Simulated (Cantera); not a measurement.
Reactions in the system F-Mg-S

Cantera with NASA thermochemical tables; ideal gases at 1 bar, condensed phases pure. Values are per mole of reaction as written; species without (g) are pure solids or liquids, kept so even where they would boil at 1 bar.

3 Mg(g) + SF₄(g) → MgS + 2 MgF₂

| T (K) | ΔH° (kJ) | ΔS° (J/K) | ΔG° (kJ) | log10 K |
|---|---|---|---|---|
| 998 | -2244.0 | -533.8 | -1711.3 | 89.56 |
| 1023 | -2242.8 | -532.6 | -1697.9 | 86.70 |
| 1048 | -2241.7 | -531.5 | -1684.6 | 83.96 |
| 1073 | -2240.5 | -530.4 | -1671.4 | 81.36 |

2 MgF₂ + S → 2 Mg + SF₄(g)

```
T (K)  ΔH° (kJ)  ΔS° (J/K)  ΔG° (kJ)  log10 K
-----  --------  ---------  --------  -------
998      1480.3      196.6    1284.1   -67.21
1023     1479.8      196.1    1279.2   -65.31
1048     1479.3      195.7    1274.3   -63.51
1073     1478.8      195.2    1269.4   -61.79
```

2 SF₄(g) + 4 MgS → 3 S₂(g) + 4 MgF₂

| T (K) | ΔH° (kJ) | ΔS° (J/K) | ΔG° (kJ) | log10 K |
|---|---|---|---|---|
| 998 | -1192.8 | 128.9 | -1321.4 | 69.16 |
| 1023 | -1192.3 | 129.3 | -1324.6 | 67.63 |
| 1048 | -1191.8 | 129.8 | -1327.9 | 66.18 |
| 1073 | -1191.4 | 130.2 | -1331.1 | 64.80 |

S + MgF₂ → MgS + 2 F(g)

```
T (K)  ΔH° (kJ)  ΔS° (J/K)  ΔG° (kJ)  log10 K
-----  --------  ---------  --------  -------
998       925.1      257.9     667.7   -34.94
1023      924.6      257.5     661.2   -33.76
1048      924.2      257.1     654.8   -32.63
1073      923.8      256.7     648.4   -31.56
```
